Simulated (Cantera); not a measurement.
# Thermodynamics of silicon oxide and oxynitride deposition, feed HMDSO + NO + N2

Input: 1 mol HMDSO, 6 mol NO, 1.7 mol N2, equilibrated at 14000 Pa.

Cantera equilibrium calculation (NASA polynomials, part measured and part estimated; ideal gas, pure solids and liquids). Candidate condensed phases: C, C6H6, C7H8, C8H18, H2O, Si, SiC, SiO2, Si2N2O, Si3N4; 151 gas species. The feed counts by its element totals alone. Mutual solubility and eutectic melting of coexisting phases are not modelled. The tables hold silica as quartz up to 1696 K and as liquid above; real silica turns to tridymite and cristobalite and melts near 1996 K. Rates play no part.

At 798 K the condensed part is C(graphite) + SiO2(α-quartz). From 873 K to 1323 K the condensed part is C(graphite) + SiO2(β-quartz). At 1398 K the condensed part is SiO2(β-quartz) + Si2N2O(s). From 1473 K to 1698 K the condensed part is Si2N2O(s). At 1773 K the condensed part is SiC(s) + Si2N2O(s).

```tsv
T (K)	x H2	x N2	x CO	x H2O	x CH4	x CO2	x SiO	x HCN	n C(graphite)	n SiO2(α-quartz)	n SiO2(β-quartz)	n Si2N2O(s)	n SiC(s)
798	0.462	0.327	0.0509	0.0811	0.0414	0.0383	<1e-12	3.46e-8	4.12	2.00	0	0	0
873	0.510	0.302	0.115	0.0350	0.0164	0.0211	<1e-12	1.97e-7	3.62	0	2.00	0	0
948	0.527	0.288	0.160	0.0114	0.00668	0.00628	<1e-12	8.40e-7	3.18	0	2.00	0	0
1023	0.534	0.284	0.174	0.00357	0.00299	0.00152	<1e-12	2.89e-6	3.03	0	2.00	0	0
1098	0.536	0.282	0.178	0.00123	0.00147	0.000406	<1e-12	8.42e-6	3.00	0	2.00	0	0
1173	0.538	0.282	0.179	0.000479	0.000787	0.000125	7.05e-11	2.14e-5	3.00	0	2.00	0	0
1248	0.538	0.282	0.179	0.000208	0.000452	4.45e-5	4.74e-9	4.84e-5	3.00	0	2.00	0	0
1323	0.538	0.281	0.180	9.92e-5	0.000276	1.78e-5	1.96e-7	9.97e-5	3.00	0	2.00	0	0
1398	0.481	0.198	0.321	8.88e-5	0.000130	2.74e-5	2.78e-6	0.000139	0	0	0.00193	0.999	0
1473	0.481	0.198	0.321	0.000106	4.07e-5	2.85e-5	2.51e-5	0.000115	0	0	0	1.000	0
1548	0.481	0.198	0.321	8.11e-5	2.17e-5	1.94e-5	0.000148	0.000148	0	0	0	0.999	0
1623	0.481	0.198	0.320	3.92e-5	2.00e-5	8.43e-6	0.000576	0.000302	0	0	0	0.995	0
1698	0.480	0.198	0.319	1.49e-5	2.50e-5	2.91e-6	0.00170	0.000786	0	0	0	0.984	0
1773	0.476	0.200	0.315	1.42e-5	1.29e-5	2.54e-6	0.00694	0.000801	0	0	0	0.918	0.0329
```
x: gas mole fraction; n: condensed amount in mol.
